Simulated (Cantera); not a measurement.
**Thermodynamics of fluorocarbon and chlorocarbon gases, feed CF4 + H2**

A closed system holds: 1 mol CF4, a varied amount of H2, at 1425 K and 13300 Pa.

These are equilibrium values from Cantera (NASA tables, ideal gas, pure condensed phases), not measurements of a reactor. Candidate condensed phases: C, C6H6, C7H8, C8H18; 95 gas species. Gases not in the tables: C2F6 and larger saturated fluorocarbons. Kinetics and transport are ignored.

```csv
n(H2) (mol),x HF,x H2,x CF4,x CH4,x H,x CF2,x CF3,x CHF3,n C(graphite)
0.99,0.797,2.15e-8,0.203,<1e-12,2.74e-9,1.62e-5,6.03e-6,4.81e-6,0.495
3.2,0.769,0.231,<1e-12,2.67e-5,8.97e-6,1.41e-12,<1e-12,<1e-12,1.000
5.4,0.541,0.459,<1e-12,0.000106,1.27e-5,<1e-12,<1e-12,<1e-12,0.999
7.7,0.412,0.587,<1e-12,0.000173,1.43e-5,<1e-12,<1e-12,<1e-12,0.998
9.9,0.336,0.664,<1e-12,0.000221,1.52e-5,<1e-12,<1e-12,<1e-12,0.997
12,0.286,0.714,<1e-12,0.000256,1.58e-5,<1e-12,<1e-12,<1e-12,0.996
14,0.250,0.750,<1e-12,0.000282,1.62e-5,<1e-12,<1e-12,<1e-12,0.995
17,0.211,0.789,<1e-12,0.000313,1.66e-5,<1e-12,<1e-12,<1e-12,0.994
```
x: gas mole fraction; n: condensed amount in mol.

From 0.99 mol H2 to 17 mol H2 the condensed part is C(graphite). The main C-bearing gas is CF4 at 0.99 mol H2 and CH4 at 17 mol H2. The share of C in condensed phases is highest at 3.2 mol H2 (100.0 %) and lowest at 0.99 mol H2 (49.5 %).
